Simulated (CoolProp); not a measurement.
Propylene along the isotherm 30.45 °C: Z from the reference equation and from simpler models built on Tc = 91.1 °C, pc = 4.555 MPa, ω = 0.146; each cubic takes its own stable root.

Model: reference Helmholtz-energy equation of state, Lemmon 2013, in CoolProp.

| p (MPa) | phase | reference |
|---|---|---|
| 5.06 | liquid | 0.1656 |
| 10.1 | liquid | 0.3219 |
| 15.2 | liquid | 0.4743 |
| 20.2 | liquid | 0.6195 |
| 25.3 | liquid | 0.7641 |
| 30.4 | liquid | 0.9059 |
| 35.4 | liquid | 1.042 |
| 40.5 | liquid | 1.180 |
| 45.5 | liquid | 1.312 |

Question: How far does each simpler model (Redlich-Kwong, Soave-Redlich-Kwong, Peng-Robinson) lie from the reference over these 9 states: mean and median of the absolute difference, and the worst?

Answer: 
- Redlich-Kwong: mean 6.4 %, median 5.7 %, worst +11.2 % at 30.45 °C and 5.06 MPa
- Soave-Redlich-Kwong: mean 5.2 %, median 4.7 %, worst +8.8 % at 30.45 °C and 5.06 MPa
- Peng-Robinson: mean 6.2 %, median 6.6 %, worst -7.3 % at 30.45 °C and 45.5 MPa
